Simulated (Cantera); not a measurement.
Input: 1 mol FeCl₃, 3.3 mol O₂, 420 mol N₂, at 1898.15 K and 0.0560 bar.

Method: chemical equilibrium by Gibbs-energy minimisation in Cantera with the NASA 1993 tables (ideal gas, pure condensed phases). Candidate condensed phases: Fe, FeCl₂, FeCl₃, FeO, Fe₂O₃, Fe₃O₄; 19 gas species. Kinetics and transport are ignored.

Question: What is the equilibrium state?

Answer: 
```json
{
 "x(N₂)": "0.987",
 "x(O₂)": "0.00711",
 "x(Cl)": "0.00238",
 "x(FeCl₂)": "0.00234",
 "x(NO)": "0.00117",
 "x(O)": "0.000105",
 "x(FeO)": "9.90e-6",
 "x(Fe)": "4.13e-6",
 "x(Cl₂)": "1.32e-6",
 "gas_amount": "425.3 mol",
 "log10 activity of Fe(l) (absent)": "-2.67",
 "log10 activity of FeCl₂(l) (absent)": "-5.34"
}
```
